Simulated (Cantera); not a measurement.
Cantera run:

```python
import numpy as np
import cantera as ct

gas_names = [...]  # 95 gases of nasa_gas.yaml made of C, F, H
cond_names = """
    C(gr) C6H6(L) C7H8(L) C8H18(L),n-octa
""".split()


# ... load() reads the species with a 1 bar reference pressure and builds the phases ...
atoms = {
    'CH3F': {'C': 1, 'H': 3, 'F': 1},
    'CH4': {'C': 1, 'H': 4},
}
top_T = {'C(gr)': 4500}  # K; cautious upper limits of use, not melting points


# ... equilibrate(T, P, feed) seeds the gas with the atoms and calls Mixture.equilibrate('TP', solver="vcs", rtol=1e-11, max_steps=5000) ...
results = []
feed = {'CH3F': 1, 'CH4': 0.18}  # mol
T = 3225  # K
for P in [1, 3.6, 13, 46, 170, 600, 2200, 7700, 28000, 100000]:
    mix = equilibrate(T, P, feed)
    results.append((T, P, feed, dict(zip(mix.species_names, mix.species_moles))))
    x = sorted(zip(gas.X, gas.species_names), reverse=True)
    print(f"T = {T:g} K  P = {P:g} Pa  gas = {mix.phase_moles(0):.4g} mol")
    print("   x: " + "  ".join(f"{s} {v:.3e}" for v, s in x if v > 1e-06))
    print("   condensed (mol): " + ("  ".join(f"{mix.phase(i).name} {mix.phase_moles(i):.4g}"
          for i in range(1, mix.n_phases) if mix.phase_moles(i) > 1e-12) or "none"))
```

It prints:

```
T = 3225 K  P = 1 Pa  gas = 5.885 mol
   x: H 6.307e-01  C 1.984e-01  F 1.684e-01  HF 1.300e-03  C2 8.782e-04  CF 1.606e-04  C3 4.426e-05  H2 4.405e-05  CH 1.326e-06
   condensed (mol): none
T = 3225 K  P = 3.6 Pa  gas = 5.845 mol
   x: H 6.315e-01  C 1.937e-01  F 1.659e-01  HF 4.617e-03  C2 3.012e-03  CF 5.560e-04  C3 5.334e-04  H2 1.590e-04  C2H 5.901e-06  CH 4.664e-06
   condensed (mol): none
T = 3225 K  P = 13 Pa  gas = 5.689 mol
   x: H 6.366e-01  C 1.732e-01  F 1.581e-01  HF 1.601e-02  C2 8.700e-03  C3 4.976e-03  CF 1.711e-03  H2 5.835e-04  C2H 6.205e-05  CH 1.518e-05  C4 1.863e-06
   condensed (mol): none
T = 3225 K  P = 46 Pa  gas = 5.289 mol
   x: H 6.490e-01  F 1.358e-01  C 1.222e-01  HF 4.961e-02  C3 2.186e-02  C2 1.532e-02  CF 3.667e-03  H2 2.145e-03  C2H 3.940e-04  CH 3.863e-05  C4 2.043e-05  C5 1.734e-05  C2H2,acetylene 5.626e-06  CF2 2.765e-06
   condensed (mol): none
T = 3225 K  P = 170 Pa  gas = 4.734 mol
   x: H 6.494e-01  HF 1.187e-01  F 8.781e-02  C 6.598e-02  C3 4.701e-02  C2 1.650e-02  H2 7.939e-03  CF 4.733e-03  C2H 1.570e-03  C5 1.485e-04  C4 8.766e-05  C2H2,acetylene 8.290e-05  CH 7.714e-05  CF2 8.528e-06  C2HF 1.383e-06
   condensed (mol): none
T = 3225 K  P = 600 Pa  gas = 4.28 mol
   x: H 6.229e-01  HF 1.886e-01  C3 6.613e-02  F 4.123e-02  C 3.189e-02  H2 2.578e-02  C2 1.361e-02  C2H 4.382e-03  CF 3.791e-03  C2H2,acetylene 7.833e-04  C5 6.077e-04  C4 2.103e-04  CH 1.262e-04  CF2 1.132e-05  C4H2 9.936e-06  C2HF 6.395e-06  C2H2,vinylidene 3.993e-06  CH2 2.705e-06
   condensed (mol): none
T = 3225 K  P = 2200 Pa  gas = 3.874 mol
   x: H 5.507e-01  HF 2.396e-01  C3 7.523e-02  H2 7.388e-02  F 1.616e-02  C 1.400e-02  C2H 1.004e-02  C2 9.616e-03  C2H2,acetylene 5.817e-03  CF 2.391e-03  C5 1.792e-03  C4 3.852e-04  C4H2 1.912e-04  CH 1.796e-04  C2H2,vinylidene 2.965e-05  C2HF 2.105e-05  CH2 1.248e-05  CF2 1.026e-05  C6H2 6.707e-06
   condensed (mol): none
T = 3225 K  P = 7700 Pa  gas = 3.281 mol
   x: H 4.457e-01  HF 2.964e-01  H2 1.694e-01  C3 3.747e-02  C2H2,acetylene 1.932e-02  C2H 1.177e-02  F 7.056e-03  C 4.814e-03  C2 3.980e-03  C5 1.293e-03  CF 1.257e-03  C4H2 9.199e-04  C4 2.309e-04  CH 1.750e-04  C2H2,vinylidene 9.848e-05  C6H2 4.674e-05  C2HF 3.773e-05  CH2 3.444e-05  CF2 8.243e-06  CH3 5.437e-06  C3H3,propargyl 1.381e-06
   condensed (mol): C(gr) 0.5222
T = 3225 K  P = 28000 Pa  gas = 2.849 mol
   x: HF 3.471e-01  H 3.048e-01  H2 2.881e-01  C2H2,acetylene 3.286e-02  C3 1.030e-02  C2H 8.049e-03  F 3.322e-03  C4H2 1.564e-03  C 1.324e-03  C2 1.094e-03  CF 5.918e-04  C5 3.555e-04  C2H2,vinylidene 1.675e-04  CH 1.197e-04  C6H2 7.949e-05  C4 6.350e-05  CH2 5.857e-05  C2HF 4.418e-05  CH3 2.299e-05  CF2 6.645e-06  C3H3,propargyl 5.841e-06  C2H3,vinyl 3.377e-06  CH4 1.460e-06
   condensed (mol): C(gr) 0.8203
T = 3225 K  P = 100000 Pa  gas = 2.621 mol
   x: HF 3.795e-01  H2 3.790e-01  H 1.850e-01  C2H2,acetylene 4.323e-02  C2H 4.886e-03  C3 2.885e-03  C4H2 2.058e-03  F 1.676e-03  C 3.707e-04  C2 3.064e-04  CF 2.985e-04  C2H2,vinylidene 2.204e-04  C6H2 1.046e-04  C5 9.953e-05  CH2 7.706e-05  CH 7.263e-05  CH3 6.558e-05  C2HF 4.830e-05  C4 1.778e-05  C3H3,propargyl 1.666e-05  C2H3,vinyl 9.631e-06  CH4 9.024e-06  CF2 6.039e-06  C2H4 1.645e-06
   condensed (mol): C(gr) 0.8748
```

These are equilibrium values from Cantera (NASA tables, ideal gas, pure condensed phases), not measurements of a reactor.
